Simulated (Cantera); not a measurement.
What does this Cantera script print?

```python
import numpy as np
import cantera as ct

gas = ct.Solution("gri30.yaml")
gas.TPX = 1500, 101325, {'CH4': 1, 'H2': 0.94, 'O2': 1.54, 'N2': 5.8}
reactor = ct.IdealGasConstPressureReactor(gas, energy="on", clone=False)
net = ct.ReactorNet([reactor])
net.rtol, net.atol = 1e-08, 1e-16
show = ['CH4', 'H2', 'O2', 'CH2', 'H', 'NO2', 'HCO']
times = np.geomspace(1e-06, 0.1, 11)

steps = ct.SolutionArray(gas, extra=["t"])
rows = []
print(f"{'t/s':>10s}{'T/K':>9s}{'P/Pa':>11s}" + "".join(f"{s:>11s}" for s in show))
for t in times:
    while net.time < t:
        t_next = net.step()
        steps.append(gas.state, t=t_next)
    rows.append([np.interp(t, steps.t, y) for y in (steps.T, steps.P, *steps(*show).X.T)])
    print(f"{t:10.3e}{rows[-1][0]:9.1f}{rows[-1][1]:11.4g}" + "".join(f"{x:11.3e}" for x in rows[-1][2:]))
rate = np.gradient(steps.T, steps.t)
print("integrator steps:", len(steps.t))
if steps.T.max() > steps.T[0] + 200:
    print(f"time of steepest temperature rise: {steps.t[rate.argmax()]:.4e} s")
gas.TPX = 1500, 101325, {'CH4': 1, 'H2': 0.94, 'O2': 1.54, 'N2': 5.8}
gas.equilibrate("HP")
print(f"equilibrium (HP): T = {gas.T:.1f} K  " + "  ".join(f"{s} {gas[s].X[0]:.3e}" for s in show))
```

Output:

```
       t/s      T/K       P/Pa        CH4         H2         O2        CH2          H        NO2        HCO
 1.000e-06   1500.0  1.013e+05  1.078e-01  1.013e-01  1.659e-01  1.860e-14  6.465e-08  4.060e-23  4.374e-15
 3.162e-06   1500.0  1.013e+05  1.078e-01  1.013e-01  1.659e-01  2.162e-13  1.205e-07  4.206e-21  7.989e-14
 1.000e-05   1500.0  1.013e+05  1.078e-01  1.013e-01  1.659e-01  3.575e-12  3.494e-07  3.376e-19  1.731e-12
 3.162e-05   1500.0  1.013e+05  1.077e-01  1.013e-01  1.659e-01  4.027e-10  3.308e-06  4.997e-17  2.143e-10
 1.000e-04   1530.1  1.013e+05  1.009e-01  9.947e-02  1.614e-01  5.415e-07  1.342e-04  7.245e-13  1.731e-06
 3.162e-04   2671.0  1.013e+05  3.117e-13  1.036e-01  1.102e-03  4.913e-13  2.496e-02  9.224e-09  1.928e-07
 1.000e-03   2720.0  1.013e+05  7.162e-13  1.047e-01  7.310e-04  8.311e-13  1.994e-02  2.772e-08  1.711e-07
 3.162e-03   2717.5  1.013e+05  7.488e-13  1.052e-01  6.984e-04  8.404e-13  1.969e-02  5.697e-08  1.701e-07
 1.000e-02   2716.3  1.013e+05  7.566e-13  1.054e-01  6.890e-04  8.411e-13  1.963e-02  6.708e-08  1.699e-07
 3.162e-02   2716.3  1.013e+05  7.566e-13  1.054e-01  6.889e-04  8.411e-13  1.963e-02  6.716e-08  1.699e-07
 1.000e-01   2716.3  1.013e+05  7.566e-13  1.054e-01  6.889e-04  8.411e-13  1.963e-02  6.716e-08  1.699e-07
integrator steps: 1730
time of steepest temperature rise: 1.7124e-04 s
equilibrium (HP): T = 2716.3 K  CH4 8.783e-13  H2 1.054e-01  O2 6.889e-04  CH2 8.891e-13  H 1.963e-02  NO2 6.716e-08  HCO 1.699e-07
```

Model: GRI-Mech 3.0 (53 species, 325 reactions), integrated in Cantera.
